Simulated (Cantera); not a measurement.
Charge: 1 mol CaO, 6.4 mol NF3, 49 mol H2, at 5.10 mbar.

Equilibrium computed with Cantera from the NASA thermochemical tables; the gas is ideal and each condensed phase is pure. Candidate condensed phases: Ca, CaF2, CaO, Ca(OH)2, H2O; 47 gas species. Equilibrium is a limit: real reactors are often held back by kinetics, nucleation or transport.

Problem. Which condensed phases are stable at each of these points (T (K)): 1073, 1223, 1373, 1523, 1673, 1823, 1973?

Solution. 
```csv
T (K),condensed phases,Ca condensed (%)
1073,CaF2(s),100.0
1223,CaF2(s),100.0
1373,CaF2(s),99.9
1523,CaF2(s),95.8
1673,CaF2(s),31.8
1823,gas only,0.0
1973,gas only,0.0
```

From 1073 K to 1673 K the condensed part is CaF2(s). From 1823 K to 1973 K nothing is condensed.
